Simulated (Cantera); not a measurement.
A closed system holds: 1 mol SiCl₄, 0.014 mol C₂H₄, 1600 mol H₂, 0.048 mol C₃H₈, equilibrated at 750 °C and 3.60 mbar.

These are equilibrium values from Cantera (NASA tables, ideal gas, pure condensed phases), not measurements of a reactor. Candidate condensed phases: C, C₆H₆, C₇H₈, C₈H₁₈, Si, SiC; 109 gas species. Mutual solubility and eutectic melting of coexisting phases are not modelled. The numbers say what is thermodynamically allowed, not how fast it happens.

Base state: H₂ 0.998, HCl 0.00247, SiCl₂ 1.09e-5 (mole fractions); condensed: Si(s) + SiC(s).

What changes in the equilibrium state with this change: temperature from 750 °C to 2050 °C?


| species | before | after |
|---|---|---|
| H₂ | 0.998 | 0.831 |
| H | 6.89e-8 | 0.166 |
| HCl | 0.00247 | 0.00200 |
| Si | <1e-9 | 0.000559 |
| Cl | <1e-9 | 0.000286 |
| C₂H₂ (acetylene) | <1e-9 | 4.73e-5 |
| Si(s), mol | 0.807 | 0 |
| SiC(s), mol | 0.172 | 0 |

What changes in the equilibrium state with this change: SiCl₄ replaced by SiH₂Cl₂?


| species | before | after |
|---|---|---|
| H₂ | 0.998 | 0.999 |
| HCl | 0.00247 | 0.00124 |
| SiCl₂ | 1.09e-5 | 2.75e-6 |
| Si(s), mol | 0.807 | 0.823 |
| SiC(s), mol | 0.172 | 0.172 |

What changes in the equilibrium state with this change: temperature from 750 °C to 2052 °C?


```json
[
 {"species": "H₂", "before": "0.998", "after": "0.830"},
 {"species": "H", "before": "6.89e-8", "after": "0.167"},
 {"species": "HCl", "before": "0.00247", "after": "0.00200"},
 {"species": "Si", "before": "<1e-9", "after": "0.000558"},
 {"species": "Cl", "before": "<1e-9", "after": "0.000289"},
 {"species": "C₂H₂ (acetylene)", "before": "<1e-9", "after": "4.73e-5"},
 {"species": "SiH", "before": "<1e-9", "after": "1.07e-5"},
 {"species": "SiCl₂", "before": "1.09e-5", "after": "1.43e-8"},
 {"species": "Si(s), mol", "before": "0.807", "after": "0"},
 {"species": "SiC(s), mol", "before": "0.172", "after": "0"}
]
```
